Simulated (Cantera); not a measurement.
Input: 1 mol MgO, 13 mol CO, held at 950 K and 11.0 Pa.

Equilibrium computed with Cantera from the NASA thermochemical tables; the gas is ideal and each condensed phase is pure. Candidate condensed phases: C, Mg, MgCO₃, MgO; 15 gas species. The numbers say what is thermodynamically allowed, not how fast it happens.

Base state: CO 1.000, CO₂ 0.000184 (mole fractions); condensed: C(graphite) + MgO(s).

Task: What changes in the equilibrium state with this change: pressure from 11.0 Pa to 1.00 mbar?

Result: 
| species | before | after |
|---|---|---|
| CO | 1.000 | 0.998 |
| CO₂ | 0.000184 | 0.00167 |
| C(graphite), mol | 0.00239 | 0.0216 |
| MgO(s), mol | 1.00 | 1.00 |
